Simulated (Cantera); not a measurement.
Feed: 1 mol MgO, 2.1 mol HF, 0.62 mol F2, equilibrated at 3300 Pa.

Method: chemical equilibrium by Gibbs-energy minimisation in Cantera with the NASA 1993 tables (ideal gas, pure condensed phases). Candidate condensed phases: H2O, Mg, MgF2, MgO, Mg(OH)2; 31 gas species. Mutual solubility and eutectic melting of coexisting phases are not modelled. Equilibrium is a limit: real reactors are often held back by kinetics, nucleation or transport.

Question: What share of the Mg ends up in condensed phases as a function of T (°C), at 1227, 1277, 1327, 1377, 1427, 1477, 1527, 1577, 1627?

Answer: 
```tsv
T (°C)	Mg condensed (%)	as
1227	99.7	MgF2(s)
1277	99.1	MgF2(l) + MgO(s)
1327	98.1	MgF2(l) + MgO(s)
1377	96.0	MgF2(l) + MgO(s)
1427	91.9	MgF2(l) + MgO(s)
1477	84.4	MgF2(l) + MgO(s)
1527	70.2	MgF2(l) + MgO(s)
1577	43.1	MgF2(l) + MgO(s)
1627	31.5	MgO(s)
```
